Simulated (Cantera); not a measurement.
A Cantera script and its output.

```python
import numpy as np
import cantera as ct

gas = ct.Solution("gri30.yaml")
gas.TPX = 1350, 1800, {'H2': 0.26, 'O2': 1}
reactor = ct.IdealGasConstPressureReactor(gas, energy="off", clone=False)
net = ct.ReactorNet([reactor])
net.rtol, net.atol = 1e-08, 1e-18
show = ['H2', 'O2', 'O', 'H', 'OH']
times = np.geomspace(6e-05, 5, 11)

steps = ct.SolutionArray(gas, extra=["t"])
rows = []
print(f"{'t/s':>10s}{'T/K':>9s}{'P/Pa':>11s}" + "".join(f"{s:>11s}" for s in show))
for t in times:
    while net.time < t:
        t_next = net.step()
        steps.append(gas.state, t=t_next)
    rows.append([np.interp(t, steps.t, y) for y in (steps.T, steps.P, *steps(*show).X.T)])
    print(f"{t:10.3e}{rows[-1][0]:9.1f}{rows[-1][1]:11.4g}" + "".join(f"{x:11.3e}" for x in rows[-1][2:]))
rate = np.gradient(steps.T, steps.t)
print("integrator steps:", len(steps.t))
if steps.T.max() > steps.T[0] + 200:
    print(f"time of steepest temperature rise: {steps.t[rate.argmax()]:.4e} s")
gas.TPX = 1350, 1800, {'H2': 0.26, 'O2': 1}
gas.equilibrate("TP")
print(f"equilibrium (TP): T = {gas.T:.1f} K  " + "  ".join(f"{s} {gas[s].X[0]:.3e}" for s in show))
```

It prints:

```
       t/s      T/K       P/Pa         H2         O2          O          H         OH
 6.000e-05   1350.0       1800  2.063e-01  7.937e-01  1.487e-07  2.388e-07  1.130e-07
 1.863e-04   1350.0       1800  2.063e-01  7.936e-01  1.073e-05  1.547e-05  7.953e-06
 5.785e-04   1350.0       1800  2.190e-02  6.778e-01  7.274e-02  6.640e-02  1.933e-02
 1.796e-03   1350.0       1800  9.727e-03  6.754e-01  8.038e-02  5.419e-02  1.533e-02
 5.578e-03   1350.0       1800  7.333e-03  7.047e-01  5.604e-02  3.206e-02  1.358e-02
 1.732e-02   1350.0       1800  2.752e-03  7.472e-01  1.930e-02  6.540e-03  8.530e-03
 5.378e-02   1350.0       1800  3.709e-04  7.662e-01  2.532e-03  3.101e-04  3.162e-03
 1.670e-01   1350.0       1800  4.243e-05  7.692e-01  2.898e-04  1.202e-05  1.075e-03
 5.186e-01   1350.0       1800  6.879e-06  7.697e-01  4.726e-05  7.915e-07  4.347e-04
 1.610e+00   1350.0       1800  1.530e-06  7.698e-01  1.056e-05  8.367e-08  2.056e-04
 5.000e+00   1350.0       1800  5.214e-07  7.699e-01  3.607e-06  1.674e-08  1.201e-04
integrator steps: 1811
equilibrium (TP): T = 1350.0 K  H2 4.015e-07  O2 7.699e-01  O 2.777e-06  H 1.133e-08  OH 1.054e-04
```

Cantera simulation using GRI-Mech 3.0 (53 species, 325 reactions); the numbers are that mechanism's predictions, not measurements. Radical loss at walls, strong at low pressure, is not modelled. The temperature is held fixed by assumption; the heat of reaction is taken as removed at once.
